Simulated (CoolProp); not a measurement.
Cyclohexane along the isobar 1.79 MPa: Z from the reference equation and from simpler models built on Tc = 553.6 K, pc = 4.081 MPa, ω = 0.209; each cubic takes its own stable root.

Values from CoolProp's reference Helmholtz-energy equation of state, Zhou 2014.

```
T (K)   phase  reference  van der Waals  Redlich-Kwong
-----  ------  ---------  -------------  -------------
421.6  liquid    0.06624         0.1060        0.07411
443.6  liquid    0.06571         0.1058        0.07454
465.7  liquid    0.06585         0.7448        0.07620
487.7  liquid    0.06702         0.7814         0.7298
509.8     gas     0.7581         0.8099         0.7736
531.8     gas     0.7998         0.8328         0.8065
553.9     gas     0.8308         0.8517         0.8327
575.9     gas     0.8547         0.8676         0.8539
598       gas     0.8739         0.8811         0.8715
620       gas     0.8896         0.8928         0.8863
```

At some of these states van der Waals, Redlich-Kwong gives the other phase, because its saturation line lies elsewhere.
